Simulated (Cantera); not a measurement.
Feed: 1 mol (CH₃)₂SiCl₂, 2.3 mol H₂, 0.65 mol C₂H₂, at 1250 K and 100000 Pa.

Cantera equilibrium calculation (NASA polynomials, part measured and part estimated; ideal gas, pure solids and liquids). Candidate condensed phases: C, C₆H₆, C₇H₈, C₈H₁₈, Si, SiC; 109 gas species. The feed counts by its element totals alone. The tables' values for SiCl₃ are old estimates; treat these amounts as uncertain. The numbers say what is thermodynamically allowed, not how fast it happens.

Base state: H₂ 0.778, HCl 0.186, SiCl₄ 0.0244, CH₄ 0.00666, SiHCl₃ 0.00363, SiCl₃ 0.000928, SiCl₂ 0.000253, SiH₂Cl₂ 7.36e-5 (mole fractions); condensed: C(graphite) + SiC(s).

### Question
What changes in the equilibrium state with this change: temperature from 1250 K to 1573.15 K?

### Answer
| species | before | after |
|---|---|---|
| H₂ | 0.778 | 0.724 |
| HCl | 0.186 | 0.267 |
| SiCl₂ | 0.000253 | 0.00319 |
| SiCl₄ | 0.0244 | 0.00210 |
| Cl | 8.71e-8 | 1.02e-5 |
| H | 4.26e-7 | 3.47e-5 |
| C₂H₂ (acetylene) | 1.96e-7 | 1.50e-5 |
| CH₄ | 0.00666 | 0.000961 |
| SiHCl₃ | 0.00363 | 0.000754 |
| C(graphite), mol | 2.45 | 2.35 |
| SiC(s), mol | 0.803 | 0.947 |

### Question
What changes in the equilibrium state with this change: (CH₃)₂SiCl₂ replaced by SiF₄?

### Answer
| species | before | after |
|---|---|---|
| H₂ | 0.778 | 0.736 |
| SiF₄ | 0 | 0.251 |
| CH₄ | 0.00666 | 0.00596 |
| HCl | 0.186 | 0 |
| SiCl₄ | 0.0244 | 0 |
| SiHCl₃ | 0.00363 | 0 |
| HF | 0 | 0.00344 |
| C(graphite), mol | 2.45 | 1.28 |
| SiC(s), mol | 0.803 | 0 |
The tables' values for SiF₃ are old estimates; treat these amounts as uncertain.
